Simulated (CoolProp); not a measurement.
Computed with CoolProp (reference Helmholtz-energy equation of state, Pan 2012).

Task: Give the vapour pressure (bar), liquid density (kg/m³), liquid cp (kJ/(kg K)), vapour Z of saturated R236FA at 233.7 K.

Result: 
```json
[
 {"T (K)": "233.7", "p (bar)": "0.151", "liquid density (kg/m³)": "1560", "liquid cp (kJ/(kg K))": "1.16", "vapour Z": "0.988"}
]
```
